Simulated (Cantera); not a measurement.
Reactions in the system H-Na-S

Standard-state values (1 bar) from the NASA 1993 polynomials, evaluated with Cantera. Values are per mole of reaction as written; species without (g) are pure solids or liquids, kept so even where they would boil at 1 bar.

2 Na(g) + H2S(g) = Na2S + H2(g)

```tsv
T (K)	ΔH° (kJ)	ΔS° (J/K)	ΔG° (kJ)	log10 K
300	-560.1	-286.1	-474.3	82.58
523	-552.0	-265.9	-413.0	41.25
623	-548.4	-259.6	-386.7	32.42
723	-544.8	-254.2	-361.0	26.08
823	-541.3	-249.6	-335.8	21.32
923	-537.7	-245.5	-311.1	17.61
1023	-534.1	-241.9	-286.7	14.64
```

2 Na + S = Na2S

```
T (K)  ΔH° (kJ)  ΔS° (J/K)  ΔG° (kJ)  log10 K      condensed phases
-----  --------  ---------  --------  -------  --------------------
300      -366.1      -38.4    -354.6    61.74  Na(s), S(s), Na2S(s)
523      -375.6      -62.7    -342.8    34.24  Na(l), S(l), Na2S(s)
623      -376.6      -64.6    -336.4    28.21  Na(l), S(l), Na2S(s)
723      -376.9      -64.9    -329.9    23.84  Na(l), S(l), Na2S(s)
823      -376.8      -64.8    -323.5    20.53  Na(l), S(l), Na2S(s)
923      -376.8      -64.8    -317.0    17.94  Na(l), S(l), Na2S(s)
1023     -376.6      -64.6    -310.5    15.85  Na(l), S(l), Na2S(s)
```
